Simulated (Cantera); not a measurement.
Mixture: 6.65 % C3H8, 19.5 % O2, 73.8 % N2, equivalence ratio 1.7, at 7500 Torr, adiabatic and at constant pressure. Ignition delay is the time to a rise of 400 K.

Detailed kinetics in Cantera: GRI-Mech 3.0 (53 species, 325 reactions). GRI-Mech 3.0 was tuned for natural gas; its chemistry of propane as a main component is partial and can be far from experiment.

### Question
Predict: delay at 1425 K; delay at 1500 K; delay at 1575 K; delay at 1650 K; delay at 1725 K; apparent activation energy between 1575 and 1725 K.

### Answer
```
Item                                                     Value
--------------------------------------------------  ----------
delay at 1425 K                                        50.4 µs
delay at 1500 K                                        20.9 µs
delay at 1575 K                                        10.0 µs
delay at 1650 K                                        5.48 µs
delay at 1725 K                                        3.34 µs
apparent activation energy between 1575 and 1725 K  170 kJ/mol
```
